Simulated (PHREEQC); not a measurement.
A solution holds 0.033 mol/kgw HCl, 0.027 mol/kgw ZnSO4 and 6.6e-05 mol/kgw MgSO4, at 25 °C. Closed to the air; pH follows from the charge balance.

All values are PHREEQC results (ion-association model, phreeqc.dat), not measurements.

* **pH**: 1.71
* **ionic strength**: 0.0928 mol/kgw
* **specific conductance**: 12000 µS/cm
* **density**: 1.002 g/cm³
* **total alkalinity**: -33.0 meq/kg

| species | molality | activity | log γ |
|---|---|---|---|
| Cl- | 0.0323 | 0.0250 | -0.112 |
| H+ | 0.0237 | 0.0196 | -0.082 |
| Zn+2 | 0.0192 | 0.00742 | -0.414 |
| SO4-2 | 0.0101 | 0.00385 | -0.418 |
| HSO4- | 0.00933 | 0.00733 | -0.105 |
| ZnSO4 | 0.00654 | 0.00669 | 0.009 |
| ZnCl+ | 0.000643 | 0.000498 | -0.111 |
| Zn(SO4)2-2 | 0.000549 | 0.000209 | -0.420 |
| Mg+2 | 4.83e-5 | 2.00e-5 | -0.382 |
| MgSO4 | 1.77e-5 | 1.81e-5 | 0.009 |
| ZnCl2 | 1.27e-5 | 1.30e-5 | 0.009 |
| ZnCl3- | 4.71e-7 | 3.65e-7 | -0.111 |

No solid was allowed to form. Species that the database lacks are ignored.
